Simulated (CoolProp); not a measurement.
Properties of n-pentane along the isobar 14.4 MPa (Tc = 469.7 K, pc = 3.368 MPa, ω = 0.251).

Model: reference Helmholtz-energy equation of state, Thol 2019, in CoolProp.

| T (K) | phase | density (kg/m³) | speed of sound (m/s) | Joule-Thomson coefficient (K/MPa) | expansivity (1/kK) | viscosity (µPa s) |
|---|---|---|---|---|---|---|
| 161.5 | liquid | 753.6 | 1752 | -0.5522 | 1.154 | 894 |
| 185.2 | liquid | 733.3 | 1639 | -0.5447 | 1.159 | 696 |
| 208.9 | liquid | 713.3 | 1526 | -0.5286 | 1.178 | 543 |
| 232.6 | liquid | 693.4 | 1415 | -0.5052 | 1.209 | 422 |
| 256.2 | liquid | 673.6 | 1308 | -0.4757 | 1.251 | 329 |
| 279.9 | liquid | 653.5 | 1204 | -0.4410 | 1.305 | 259 |
| 303.6 | liquid | 633.1 | 1104 | -0.4016 | 1.374 | 206 |
| 327.3 | liquid | 612.2 | 1009 | -0.3572 | 1.458 | 166 |
| 351 | liquid | 590.7 | 917.4 | -0.3070 | 1.560 | 135 |
| 374.7 | liquid | 568.5 | 830.4 | -0.2493 | 1.685 | 111 |
| 398.4 | liquid | 545.3 | 747.9 | -0.1814 | 1.837 | 91.7 |
| 422.1 | liquid | 521.0 | 669.8 | -0.09929 | 2.023 | 75.9 |
| 445.8 | liquid | 495.3 | 596.5 | 0.002529 | 2.251 | 62.9 |
| 469.5 | liquid | 468.0 | 528.3 | 0.1314 | 2.531 | 52.1 |

Viscosity comes from a separate model (Quiñones-Cisneros 2006), older than the equation that it now runs on, and unchecked against measurements.
